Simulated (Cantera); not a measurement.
**Adiabatic ignition**

An adiabatic, constant-volume homogeneous reactor starts with CH4 : CO : O2 : N2 = 1 : 0.81 : 6.68 : 25.1 (molar parts), equivalence ratio 0.36, at 1373 K and 70000 Pa.

Computed with Cantera and GRI-Mech 3.0 (53 species, 325 reactions).

| t (s) | T (K) | P (bar) | x CH4 | x CO | x O2 | x H2O | x CH2O | x C2H2 | x HO2 |
|---|---|---|---|---|---|---|---|---|---|
| 7.00e-6 | 1373 | 0.700 | 0.0298 | 0.0241 | 0.199 | 7.57e-9 | 2.95e-10 | <1e-12 | 2.26e-8 |
| 1.84e-5 | 1373 | 0.700 | 0.0298 | 0.0241 | 0.199 | 3.64e-8 | 2.59e-9 | <1e-12 | 5.79e-8 |
| 4.84e-5 | 1373 | 0.700 | 0.0298 | 0.0241 | 0.199 | 1.40e-7 | 2.12e-8 | <1e-12 | 1.43e-7 |
| 0.000127 | 1373 | 0.700 | 0.0298 | 0.0241 | 0.199 | 6.05e-7 | 1.73e-7 | <1e-12 | 3.22e-7 |
| 0.000334 | 1373 | 0.700 | 0.0298 | 0.0241 | 0.199 | 3.44e-6 | 1.59e-6 | <1e-12 | 6.07e-7 |
| 0.000878 | 1373 | 0.700 | 0.0297 | 0.0241 | 0.199 | 3.12e-5 | 1.90e-5 | 3.62e-11 | 1.19e-6 |
| 0.00231 | 1378 | 0.703 | 0.0289 | 0.0241 | 0.198 | 0.000649 | 0.000314 | 3.07e-8 | 8.75e-6 |
| 0.00607 | 2342 | 1.18 | <1e-12 | 0.00204 | 0.127 | 0.0568 | <1e-12 | <1e-12 | 4.96e-6 |
| 0.0159 | 2337 | 1.18 | <1e-12 | 0.00200 | 0.126 | 0.0569 | <1e-12 | <1e-12 | 4.88e-6 |
| 0.0419 | 2329 | 1.18 | <1e-12 | 0.00192 | 0.124 | 0.0570 | <1e-12 | <1e-12 | 4.71e-6 |
| 0.110 | 2319 | 1.17 | <1e-12 | 0.00183 | 0.122 | 0.0571 | <1e-12 | <1e-12 | 4.52e-6 |
| 0.290 | 2316 | 1.17 | <1e-12 | 0.00180 | 0.121 | 0.0572 | <1e-12 | <1e-12 | 4.45e-6 |
| 0.761 | 2316 | 1.17 | <1e-12 | 0.00180 | 0.121 | 0.0572 | <1e-12 | <1e-12 | 4.44e-6 |
| 2.00 | 2316 | 1.17 | <1e-12 | 0.00180 | 0.121 | 0.0572 | <1e-12 | <1e-12 | 4.44e-6 |
x: mole fraction; the columns are a selection and need not sum to one.

```
Item                                                                Result
---------------------------------  ---------------------------------------
time of steepest temperature rise                                  3.27 ms
temperature at 2.00 s                                               2316 K
equilibrium temperature                                             2316 K
x(CH4) at 2.00 s                     <1e-12 (gas-phase equilibrium <1e-12)
x(CO) at 2.00 s                    0.00180 (gas-phase equilibrium 0.00180)
x(O2) at 2.00 s                        0.121 (gas-phase equilibrium 0.121)
```
